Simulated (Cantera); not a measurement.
An isothermal, constant-pressure homogeneous reactor starts with NH3 : H2 = 1 : 1.8 (molar parts), at 1600 K and 140000 Pa.

Cantera simulation using the gas-phase N/H chemistry of the illustrative SiF4/NH3 mechanism in the Surface Chemkin manual (1991); the numbers are that mechanism's predictions, not measurements. Walls and surfaces, which speed up NH3 decomposition in real reactors, are not modelled.

Task: Predict: x(NH3) at 10.0 s; x(H2) at 10.0 s; x(N2H2) at 10.0 s; x(N2H4) at 10.0 s; x(N) at 10.0 s; x(NH) at 10.0 s.

Result: 
```
Quantity                                              Value
-----------------  ----------------------------------------
x(NH3) at 10.0 s      0.200 (gas-phase equilibrium 1.89e-5)
x(H2) at 10.0 s         0.742 (gas-phase equilibrium 0.868)
x(N2H2) at 10.0 s    2.33e-8 (gas-phase equilibrium <1e-12)
x(N2H4) at 10.0 s    1.92e-8 (gas-phase equilibrium <1e-12)
x(N) at 10.0 s       1.73e-9 (gas-phase equilibrium <1e-12)
x(NH) at 10.0 s    7.58e-8 (gas-phase equilibrium 8.26e-12)
```
